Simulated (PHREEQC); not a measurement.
Consider water at 25 °C with 0.019 mol/kgw HCl, 0.0043 mol/kgw Li2SO4 and 0.22 mol/kgw Na2SO4. Closed to the air; pH follows from the charge balance.

Computed with PHREEQC (ion-association model, phreeqc.dat).

Each row changes one thing in this solution. Precipitation was switched off in this run.

| case | pH | ionic strength (mol/kgw) | Na+ (mol/kgw) | SO4-2 (mol/kgw) | NaSO4- (mol/kgw) | HSO4- (mol/kgw) | SI of Halite (NaCl) |
|---|---|---|---|---|---|---|---|
| as made | 2.44 | 0.543 | 0.381 | 0.150 | 0.0592 | 0.0142 | -4.05 |
| diluted 5-fold with water | 2.88 | 0.123 | 0.0827 | 0.0372 | 0.00534 | 0.00217 | -5.31 |
| HCl from 0.019 to 0.095 mol/kgw | 1.65 | 0.543 | 0.394 | 0.112 | 0.0458 | 0.0657 | -3.33 |
| diluted 2-fold with water | 2.63 | 0.289 | 0.199 | 0.0838 | 0.0215 | 0.00654 | -4.59 |
| Li2SO4 from 0.0043 to 0.00645 mol/kgw | 2.44 | 0.548 | 0.381 | 0.151 | 0.0595 | 0.0143 | -4.05 |
| 0.0043 mol/kgw CO2 added | 2.44 | 0.543 | 0.381 | 0.150 | 0.0592 | 0.0143 | -4.05 |
| Li2SO4 from 0.0043 to 0.0086 mol/kgw | 2.44 | 0.552 | 0.380 | 0.152 | 0.0598 | 0.0143 | -4.05 |
| Na2SO4 from 0.22 to 0.022 mol/kgw | 2.03 | 0.0790 | 0.0426 | 0.0168 | 0.00144 | 0.00777 | -4.87 |

Species that the database lacks are ignored.
